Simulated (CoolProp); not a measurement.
Vapour-liquid equilibrium of CH2F2 (R32) (1) + propane (2) at 1.51 MPa; x and y are mole fractions of (1).

Computed with CoolProp (multi-fluid Helmholtz-energy mixture model, Tillner-Roth 1997 and Lemmon 2009; pair parameters Bell 2016).

### Question
Give the bubble temperature and the first vapour's composition at x = 0.2, 0.35, 0.8. Is there an azeotrope?

### Answer
x = 0.2: 293.1 K, y = 0.464; x = 0.35: 288.3 K, y = 0.561; x = 0.8: 286.6 K, y = 0.726. y crosses x between x = 0.65 and 0.8: the model has an azeotrope there.

The pair parameters rest on a limited set of measurements; away from them the model extrapolates. With so large a gap from Raoult's law the liquid may split in two, which this calculation doesn't test in full.
